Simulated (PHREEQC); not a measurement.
30 mol of Gypsum (CaSO4:2H2O) is brought to equilibrium with 1 kg of water, at 20 °C and several pressures. No CO2 enters from the air. Only these solids could form: Gypsum.

Equilibrium calculation in PHREEQC: Pitzer model, pitzer.dat.

```csv
P (atm),dissolved Ca (mol/kgw),dissolved S (mol/kgw)
1,0.0148,0.0148
50,0.0157,0.0157
100,0.0166,0.0166
200,0.0185,0.0185
300,0.0203,0.0203
400,0.0220,0.0220
500,0.0237,0.0237
600,0.0253,0.0253
800,0.0282,0.0282
1000,0.0306,0.0306
```
